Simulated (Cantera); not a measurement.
A Cantera script and what it prints.

```python
import numpy as np
import cantera as ct

gas_names = """
    B BCL BCL2 BCL3 BH BH2 BH3 BO BOCL BO2 B2 B2O B2O2 B2O3 B3O3CL3 B3O3H3 CL CLO CL2 H HBO HBO2 HCL
    HOCL HO2 H2 H2O H2O2 H3B3O6 O OH O2 O3
""".split()
cond_names = """
    B(b) B(L) B2O3(L) B3O3H3(cr) H2O(s) H2O(L)
""".split()


# ... load() reads the species with a 1 bar reference pressure and builds the phases ...
atoms = {
    'BCl3': {'B': 1, 'CL': 3},
    'O2': {'O': 2},
    'H2': {'H': 2},
}
top_T = {}  # K; cautious upper limits of use, not melting points


# ... equilibrate(T, P, feed) seeds the gas with the atoms and calls Mixture.equilibrate('TP', solver="vcs", rtol=1e-11, max_steps=5000) ...
results = []
feed = {'BCl3': 1, 'O2': 6, 'H2': 6.4}  # mol
T = 1975  # K
for P in [10, 32, 100, 320, 1000, 3200, 10000, 32000, 100000]:
    mix = equilibrate(T, P, feed)
    results.append((T, P, feed, dict(zip(mix.species_names, mix.species_moles))))
    x = sorted(zip(gas.X, gas.species_names), reverse=True)
    print(f"T = {T:g} K  P = {P:g} Pa  gas = {mix.phase_moles(0):.4g} mol")
    print("   x: " + "  ".join(f"{s} {v:.3e}" for v, s in x if v > 1e-06))
    print("   condensed (mol): " + ("  ".join(f"{mix.phase(i).name} {mix.phase_moles(i):.4g}"
          for i in range(1, mix.n_phases) if mix.phase_moles(i) > 1e-12) or "none"))
```

Result:

```
T = 1975 K  P = 10 Pa  gas = 12.09 mol
   x: H2O 3.745e-01  O2 1.977e-01  HCL 1.440e-01  CL 1.039e-01  HBO2 7.157e-02  OH 3.447e-02  O 2.450e-02  H2 2.007e-02  H 1.939e-02  BO2 7.960e-03  B2O3 1.373e-03  BO 2.801e-04  BOCL 1.321e-04  HBO 1.952e-05  CLO 7.109e-06  CL2 2.409e-06
   condensed (mol): none
T = 1975 K  P = 32 Pa  gas = 11.78 mol
   x: H2O 3.935e-01  O2 2.081e-01  HCL 1.660e-01  CL 8.849e-02  HBO2 7.549e-02  OH 2.676e-02  O 1.405e-02  H2 1.149e-02  H 8.199e-03  BO2 6.202e-03  B2O3 1.453e-03  BOCL 1.528e-04  BO 1.189e-04  HBO 1.121e-05  CLO 1.111e-05  CL2 5.586e-06
   condensed (mol): none
T = 1975 K  P = 100 Pa  gas = 11.6 mol
   x: H2O 4.018e-01  O2 2.166e-01  HCL 1.844e-01  HBO2 7.808e-02  CL 7.392e-02  OH 2.054e-02  O 8.107e-03  H2 6.506e-03  BO2 4.823e-03  H 3.490e-03  B2O3 1.523e-03  BOCL 1.720e-04  BO 5.129e-05  CLO 1.673e-05  CL2 1.218e-05  HBO 6.433e-06  HOCL 1.173e-06
   condensed (mol): none
T = 1975 K  P = 320 Pa  gas = 11.49 mol
   x: H2O 4.048e-01  O2 2.237e-01  HCL 2.005e-01  HBO2 7.995e-02  CL 6.036e-02  OH 1.554e-02  O 4.606e-03  BO2 3.709e-03  H2 3.605e-03  B2O3 1.585e-03  H 1.452e-03  BOCL 1.900e-04  CL2 2.599e-05  CLO 2.484e-05  BO 2.169e-05  HBO 3.623e-06  HOCL 2.318e-06  HO2 1.288e-06
   condensed (mol): none
T = 1975 K  P = 1000 Pa  gas = 11.41 mol
   x: H2O 4.050e-01  O2 2.293e-01  HCL 2.138e-01  HBO2 8.128e-02  CL 4.870e-02  OH 1.176e-02  BO2 2.853e-03  O 2.638e-03  H2 2.015e-03  B2O3 1.637e-03  H 6.143e-04  BOCL 2.059e-04  CL2 5.286e-05  CLO 3.587e-05  BO 9.322e-06  HOCL 4.425e-06  HBO 2.058e-06  HO2 1.746e-06
   condensed (mol): none
T = 1975 K  P = 3200 Pa  gas = 11.36 mol
   x: H2O 4.042e-01  O2 2.339e-01  HCL 2.251e-01  HBO2 8.229e-02  CL 3.856e-02  OH 8.830e-03  BO2 2.172e-03  B2O3 1.681e-03  O 1.490e-03  H2 1.113e-03  H 2.552e-04  BOCL 2.199e-04  CL2 1.061e-04  CLO 5.132e-05  HOCL 8.417e-06  BO 3.929e-06  HO2 2.368e-06  HBO 1.153e-06
   condensed (mol): none
T = 1975 K  P = 10000 Pa  gas = 11.32 mol
   x: H2O 4.030e-01  O2 2.375e-01  HCL 2.340e-01  HBO2 8.304e-02  CL 3.031e-02  OH 6.657e-03  B2O3 1.717e-03  BO2 1.657e-03  O 8.491e-04  H2 6.230e-04  BOCL 2.314e-04  CL2 2.049e-04  H 1.080e-04  CLO 7.186e-05  HOCL 1.559e-05  HO2 3.179e-06  BO 1.683e-06
   condensed (mol): none
T = 1975 K  P = 32000 Pa  gas = 11.29 mol
   x: H2O 4.018e-01  HCL 2.412e-01  O2 2.403e-01  HBO2 8.361e-02  CL 2.346e-02  OH 4.984e-03  B2O3 1.746e-03  BO2 1.253e-03  O 4.774e-04  CL2 3.927e-04  H2 3.452e-04  BOCL 2.408e-04  CLO 1.001e-04  H 4.494e-05  HOCL 2.891e-05  HO2 4.284e-06
   condensed (mol): none
T = 1975 K  P = 100000 Pa  gas = 11.26 mol
   x: H2O 4.009e-01  HCL 2.464e-01  O2 2.424e-01  HBO2 8.404e-02  CL 1.808e-02  OH 3.753e-03  B2O3 1.768e-03  BO2 9.505e-04  CL2 7.291e-04  O 2.712e-04  BOCL 2.478e-04  H2 1.940e-04  CLO 1.369e-04  HOCL 5.243e-05  H 1.906e-05  H3B3O6 6.201e-06  HO2 5.726e-06
   condensed (mol): none
```

These are equilibrium values from Cantera (NASA tables, ideal gas, pure condensed phases), not measurements of a reactor. The tables' values for BOCl are old estimates; treat these amounts as uncertain.
